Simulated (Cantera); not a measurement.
Gas-phase reforming

An isothermal, constant-pressure homogeneous reactor starts with CH₄ : H₂O = 1 : 2.9 (molar parts), at 1375 K and 5.00 bar.

Cantera simulation using GRI-Mech 3.0 (53 species, 325 reactions); the numbers are that mechanism's predictions, not measurements.

```json
[
 {"t (s)": "1.00e-5", "x CH₄": "0.256", "x H₂O": "0.744", "x HCO": "<1e-12", "x CH₂O": "<1e-12", "x CH₂CO": "<1e-12"},
 {"t (s)": "4.84e-5", "x CH₄": "0.256", "x H₂O": "0.744", "x HCO": "<1e-12", "x CH₂O": "3.93e-11", "x CH₂CO": "<1e-12"},
 {"t (s)": "0.000234", "x CH₄": "0.256", "x H₂O": "0.744", "x HCO": "<1e-12", "x CH₂O": "2.39e-9", "x CH₂CO": "<1e-12"},
 {"t (s)": "0.00113", "x CH₄": "0.256", "x H₂O": "0.744", "x HCO": "<1e-12", "x CH₂O": "2.80e-8", "x CH₂CO": "<1e-12"},
 {"t (s)": "0.00548", "x CH₄": "0.256", "x H₂O": "0.744", "x HCO": "<1e-12", "x CH₂O": "2.47e-7", "x CH₂CO": "3.77e-11"},
 {"t (s)": "0.0265", "x CH₄": "0.254", "x H₂O": "0.743", "x HCO": "6.21e-12", "x CH₂O": "1.84e-6", "x CH₂CO": "1.74e-8"},
 {"t (s)": "0.128", "x CH₄": "0.245", "x H₂O": "0.739", "x HCO": "9.47e-12", "x CH₂O": "2.51e-6", "x CH₂CO": "1.67e-6"},
 {"t (s)": "0.620", "x CH₄": "0.211", "x H₂O": "0.718", "x HCO": "1.17e-11", "x CH₂O": "2.08e-6", "x CH₂CO": "1.02e-5"},
 {"t (s)": "3.00", "x CH₄": "0.149", "x H₂O": "0.672", "x HCO": "4.75e-11", "x CH₂O": "1.30e-6", "x CH₂CO": "1.52e-5"}
]
```
x: mole fraction; the columns are a selection and need not sum to one.

Equilibrium at this temperature and pressure: CH₄ 4.20e-5, H₂O 0.288, HCO 2.13e-9, CH₂O 1.67e-7, CH₂CO 6.57e-11 (gas phase only).
